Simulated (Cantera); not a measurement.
An adiabatic, constant-pressure homogeneous reactor starts with CH4 : O2 : N2 = 1 : 0.87 : 3.27 (molar parts), equivalence ratio 2.3, at 1350 K and 3750 Torr.

Computed with Cantera and GRI-Mech 3.0 (53 species, 325 reactions).

**Question.** Predict: time of steepest temperature rise; temperature at 0.200 s; equilibrium temperature; x(CH4) at 0.200 s; x(O2) at 0.200 s; x(NO) at 0.200 s.

**Answer.** 
```
Quantity                                                            Result
---------------------------------  ---------------------------------------
time of steepest temperature rise                                  2.59 ms
temperature at 0.200 s                                              2250 K
equilibrium temperature                                             2250 K
x(CH4) at 0.200 s                  3.37e-9 (gas-phase equilibrium 3.83e-9)
x(O2) at 0.200 s                   1.18e-7 (gas-phase equilibrium 1.18e-7)
x(NO) at 0.200 s                   8.67e-6 (gas-phase equilibrium 8.62e-6)
```
